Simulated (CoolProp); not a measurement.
Dimethyl ether along the isobar 7890 kPa: Z from the reference equation and from simpler models built on Tc = 127.2 °C, pc = 5337 kPa, ω = 0.196; each cubic takes its own stable root.

The numbers come from the reference Helmholtz-energy equation of state, Wu 2011 in CoolProp.

| T (°C) | phase | reference |
|---|---|---|
| 107.85 | liquid | 0.2207 |
| 118.95 | liquid | 0.2289 |
| 130.05 | supercritical | 0.2435 |
| 141.05 | supercritical | 0.2737 |
| 152.15 | supercritical | 0.3521 |
| 163.25 | supercritical | 0.4648 |
| 174.35 | supercritical | 0.5460 |
| 185.35 | supercritical | 0.6049 |
| 196.45 | supercritical | 0.6513 |
| 207.55 | supercritical | 0.6890 |
| 218.65 | supercritical | 0.7204 |
| 229.65 | supercritical | 0.7469 |
| 240.75 | supercritical | 0.7700 |
| 251.85 | supercritical | 0.7902 |

Problem. How far does each simpler model (van der Waals, Soave-Redlich-Kwong, Peng-Robinson) lie from the reference over these 14 states: mean and median of the absolute difference, and the worst?

Solution. 
- van der Waals: mean 17.8 %, median 8.3 %, worst +50.7 % at 107.85 °C and 7890 kPa
- Soave-Redlich-Kwong: mean 10.0 %, median 6.2 %, worst +21.8 % at 141.05 °C and 7890 kPa
- Peng-Robinson: mean 3.1 %, median 0.6 %, worst +11.7 % at 141.05 °C and 7890 kPa
